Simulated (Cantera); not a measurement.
Mixture: C3H8 : O2 : N2 : CO2 = 1 : 2.5 : 15.2 : 1.2 (molar parts), at 0.987 atm, adiabatic and at constant pressure. Ignition delay is the time to a rise of 400 K.

Computed with Cantera and GRI-Mech 3.0 (53 species, 325 reactions). GRI-Mech 3.0 was tuned for natural gas; its chemistry of propane as a main component is partial and can be far from experiment.

Problem. What does this change do: CO2 1.2 to 2.6 parts?

Solution. 
```csv
quantity,before,after
delay at 1300 K,1.55 ms,1.67 ms
delay at 1375 K,0.521 ms,0.566 ms
delay at 1450 K,0.216 ms,0.236 ms
delay at 1525 K,0.107 ms,0.117 ms
delay at 1600 K,61.1 µs,67.6 µs
delay at 1675 K,39.1 µs,43.5 µs
apparent activation energy between 1525 and 1675 K,140 kJ/mol,140 kJ/mol
```

Problem. What does this change do: pressure from 0.987 atm to 23.7 atm?

Solution. 
```tsv
quantity	before	after
delay at 1300 K	1.55 ms	0.262 ms
delay at 1375 K	0.521 ms	86.9 µs
delay at 1450 K	0.216 ms	33.0 µs
delay at 1525 K	0.107 ms	14.5 µs
delay at 1600 K	61.1 µs	7.23 µs
delay at 1675 K	39.1 µs	4.06 µs
apparent activation energy between 1525 and 1675 K	140 kJ/mol	180 kJ/mol
```
The pressure lies above the range GRI-Mech 3.0 was tuned for (to about 10 atm).
